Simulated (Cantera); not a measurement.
A freely propagating, adiabatic, planar premixed flame of H2 : O2 : N2 = 1 : 0.833 : 3.13 (molar parts), equivalence ratio 0.60, unburnt at 450 K and 0.138 atm; multicomponent transport, grid criteria slope 0.08 and curve 0.16, no radiation.

Model: the H2/O2 subset of GRI-Mech 3.0, which has no nitrogen chemistry, integrated in Cantera. Burning velocities carry a grid error of a few per cent, more on coarse grids. Lean hydrogen flames are cellular in practice and burn faster than this planar one.

### Question
Predict: laminar burning velocity; thermal thickness; peak x(O); peak x(HO2); peak x(H2O2).

### Answer
* **laminar burning velocity**: 231 cm/s
* **thermal thickness**: 5.04 mm
* **peak x(O)**: 0.0134
* **peak x(HO2)**: 9.73e-5
* **peak x(H2O2)**: 1.07e-5
